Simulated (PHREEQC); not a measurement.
**Brine (model solution)**

Make-up at 25 °C: 0.3 mol MgSO4, 0.025 mol NaHCO3 and 0.11 mol MgCl2 per kg of water. Closed to the air; pH follows from the charge balance.

Model: Pitzer model, pitzer.dat, run in PHREEQC.

This is a speciation only: nothing precipitates in the calculation.

Problem. Predict the pH.

Solution. pH 7.29.

Problem. In which forms is C present?

Solution. HCO3- 92 %, CO2 4.0 %, MgCO3 2.2 %, CO3-2 1.8 % of the C.

Examples of supersaturated solids here: Magnesite (slow to form). Others may be too. In brines, pH and single-ion activities rest on the MacInnes convention.
